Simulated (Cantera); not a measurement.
## Premixed flame

A freely propagating, adiabatic, planar premixed flame of H2 : O2 : N2 = 1.3 : 0.617 : 2.32 (molar parts), equivalence ratio 1.1, unburnt at 473 K and 500000 Pa; mixture-averaged transport, grid criteria slope 0.08 and curve 0.16, no radiation.

Detailed kinetics in Cantera: the H2/O2 subset of GRI-Mech 3.0, which has no nitrogen chemistry. The hydrogen kinetics of GRI-Mech 3.0 are dated; newer H2 mechanisms differ, most at raised pressure. Burning velocities carry a grid error of a few per cent, more on coarse grids.

```
z (mm)   T (K)  u (m/s)    x H2     x O2     x OH    x H2O2     x HO2       x O
-------  -----  -------  ------  -------  -------  --------  --------  --------
-0.162     473     4.71   0.307    0.146    <1e-8     <1e-8     <1e-8     <1e-8
-0.108     473     4.71   0.307    0.146    <1e-8     <1e-8     <1e-8     <1e-8
-0.0812    473     4.71   0.307    0.146    <1e-8     <1e-8   5.38e-8     <1e-8
-0.0541    474     4.71   0.305    0.146    <1e-8   7.49e-8   1.31e-6   4.43e-8
-0.0271    514     5.00   0.289    0.149  1.54e-5   1.70e-5  0.000286   4.54e-6
-0.0135    816     7.63   0.241    0.142  0.00105  0.000109  0.000954  0.000238
0         1316     11.9   0.161    0.107  0.00319   3.67e-5  0.000409   0.00268
0.0135    1668     14.9  0.0914   0.0588  0.00830   5.60e-6  0.000184   0.00618
0.0271    1860     16.5  0.0601   0.0326   0.0128   3.23e-6   8.87e-5   0.00731
0.0541    2047     18.1  0.0463   0.0191   0.0160   1.89e-6   4.16e-5   0.00649
0.108     2213     19.3  0.0408   0.0137   0.0157   1.20e-6   2.25e-5   0.00432
0.216     2348     20.3  0.0347  0.00977   0.0137   8.41e-7   1.18e-5   0.00249
0.433     2441     21.0  0.0290  0.00674   0.0112   6.11e-7   6.21e-6   0.00139
```
x: mole fraction of selected species; z is measured from the peak of heat release.

The laminar burning velocity is 471 cm/s. The thermal thickness comes out as 0.0541 mm and the peak x(OH) is 0.0162. The peak x(H2O2) comes out as 0.000111. The peak x(HO2) comes out as 0.00108 and the peak x(O) is 0.00733.
